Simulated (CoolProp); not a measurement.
Saturated liquid density (kg/m³) of R125: the reference equation beside estimates from Tc = 339.2 K, pc = 36.18 bar, ω = 0.305. Rackett uses Z = 0.29056 − 0.08775 ω.

Model: reference Helmholtz-energy equation of state, Lemmon 2005, in CoolProp.

```tsv
T (K)	reference	Rackett	van der Waals	Redlich-Kwong	Soave-Redlich-Kwong	Peng-Robinson
234	1481	1515	886.6	1288	1350	1528
239.4	1461	1494	874.5	1266	1330	1506
244.8	1440	1472	861.9	1244	1309	1482
250.2	1418	1449	849.0	1221	1286	1458
255.6	1396	1426	835.6	1197	1263	1432
261.1	1373	1402	821.5	1172	1238	1404
266.5	1350	1377	807.1	1146	1212	1376
271.9	1326	1352	792.1	1119	1185	1345
277.3	1300	1325	776.4	1090	1157	1313
```

Absolute difference from the reference over all 9 rows, mean and median: Rackett 2.1 and 2.1 %, van der Waals 40.2 and 40.1 %, Redlich-Kwong 14.4 and 14.3 %, Soave-Redlich-Kwong 9.7 and 9.5 %, Peng-Robinson 2.4 and 2.6 %.
